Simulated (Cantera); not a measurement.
A closed system holds: 1 mol SiH4, 37 mol N2O, 19 mol N2, held at 10.0 mbar.

Cantera equilibrium calculation (NASA polynomials, part measured and part estimated; ideal gas, pure solids and liquids). Candidate condensed phases: H2O, Si, SiO2, Si2N2O, Si3N4; 35 gas species. The tables hold silica as quartz up to 1696 K and as liquid above; real silica turns to tridymite and cristobalite and melts near 1996 K. Kinetics and transport are ignored.

**Question.** Which condensed phases are stable at each of these points (T (°C)): 700, 775, 850, 925, 1000, 1075, 1150, 1225, 1300, 1375, 1450, 1525?

**Answer.** 
```
T (°C)  condensed phases  Si condensed (%)
------  ----------------  ----------------
700       SiO2(β-quartz)             100.0
775       SiO2(β-quartz)             100.0
850       SiO2(β-quartz)             100.0
925       SiO2(β-quartz)             100.0
1000      SiO2(β-quartz)             100.0
1075      SiO2(β-quartz)             100.0
1150      SiO2(β-quartz)             100.0
1225      SiO2(β-quartz)             100.0
1300      SiO2(β-quartz)             100.0
1375      SiO2(β-quartz)             100.0
1450     SiO2(condensed)             100.0
1525     SiO2(condensed)             100.0
```

From 700 °C to 1375 °C the condensed part is SiO2(β-quartz). From 1450 °C to 1525 °C the condensed part is SiO2(condensed).
